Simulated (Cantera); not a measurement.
An isothermal, constant-pressure homogeneous reactor starts with 29.4 % C₃H₈, 70.6 % H₂, at 1875 K and 100000 Pa.

Computed with Cantera and GRI-Mech 3.0 (53 species, 325 reactions). GRI-Mech 3.0 was tuned for natural gas; its chemistry of propane as a main component is partial and can be far from experiment. GRI-Mech 3.0 stops at C3 and has no aromatics, soot or wall deposition, so with more carbon than oxygen in the feed, carbon stays in small species such as C2H2 where larger ones or solid carbon would form.

x: mole fraction; the columns are a selection and need not sum to one.

```json
[
 {"t (s)": "6.00e-6", "x C₃H₈": "0.00342", "x H₂": "0.574", "x CH₃": "0.0178", "x CH₄": "0.185", "x C₂H₂": "0.0465", "x C₂H": "2.09e-6", "x H": "0.00218"},
 {"t (s)": "1.73e-5", "x C₃H₈": "2.35e-5", "x H₂": "0.596", "x CH₃": "0.00536", "x CH₄": "0.189", "x C₂H₂": "0.0953", "x C₂H": "1.60e-6", "x H": "0.000845"},
 {"t (s)": "5.00e-5", "x C₃H₈": "___", "x H₂": "0.615", "x CH₃": "___", "x CH₄": "0.181", "x C₂H₂": "___", "x C₂H": "___", "x H": "0.000434"},
 {"t (s)": "0.000144", "x C₃H₈": "2.99e-7", "x H₂": "0.635", "x CH₃": "0.00212", "x CH₄": "0.168", "x C₂H₂": "0.170", "x C₂H": "1.29e-6", "x H": "0.000407"},
 {"t (s)": "0.000416", "x C₃H₈": "2.03e-7", "x H₂": "0.654", "x CH₃": "0.00201", "x CH₄": "0.148", "x C₂H₂": "0.190", "x C₂H": "1.55e-6", "x H": "0.000450"},
 {"t (s)": "0.00120", "x C₃H₈": "9.71e-8", "x H₂": "0.680", "x CH₃": "0.00158", "x CH₄": "0.114", "x C₂H₂": "0.201", "x C₂H": "1.67e-6", "x H": "0.000476"},
 {"t (s)": "0.00346", "x C₃H₈": "2.40e-8", "x H₂": "0.714", "x CH₃": "0.000975", "x CH₄": "0.0682", "x C₂H₂": "0.214", "x C₂H": "1.82e-6", "x H": "0.000513"},
 {"t (s)": "0.01000", "x C₃H₈": "3.77e-9", "x H₂": "0.741", "x CH₃": "0.000472", "x CH₄": "0.0319", "x C₂H₂": "0.224", "x C₂H": "1.97e-6", "x H": "0.000549"},
 {"t (s)": "0.0288", "x C₃H₈": "9.40e-10", "x H₂": "0.754", "x CH₃": "0.000223", "x CH₄": "0.0147", "x C₂H₂": "0.228", "x C₂H": "2.05e-6", "x H": "0.000569"},
 {"t (s)": "0.0832", "x C₃H₈": "6.13e-10", "x H₂": "0.757", "x CH₃": "0.000164", "x CH₄": "0.0108", "x C₂H₂": "0.229", "x C₂H": "2.07e-6", "x H": "0.000574"},
 {"t (s)": "0.240", "x C₃H₈": "6.04e-10", "x H₂": "0.757", "x CH₃": "0.000162", "x CH₄": "0.0107", "x C₂H₂": "0.230", "x C₂H": "2.07e-6", "x H": "0.000574"},
 {"t (s)": "0.693", "x C₃H₈": "6.04e-10", "x H₂": "0.757", "x CH₃": "0.000162", "x CH₄": "0.0107", "x C₂H₂": "0.230", "x C₂H": "2.07e-6", "x H": "0.000574"},
 {"t (s)": "2.00", "x C₃H₈": "6.04e-10", "x H₂": "0.757", "x CH₃": "0.000162", "x CH₄": "0.0107", "x C₂H₂": "0.230", "x C₂H": "2.07e-6", "x H": "0.000574"}
]
```

Q: Some entries are withheld; supply them.

A: 
- 5.00e-5, x C₃H₈: 6.84e-7
- 5.00e-5, x CH₃: 0.00251
- 5.00e-5, x C₂H₂: 0.133
- 5.00e-5, x C₂H: 1.12e-6
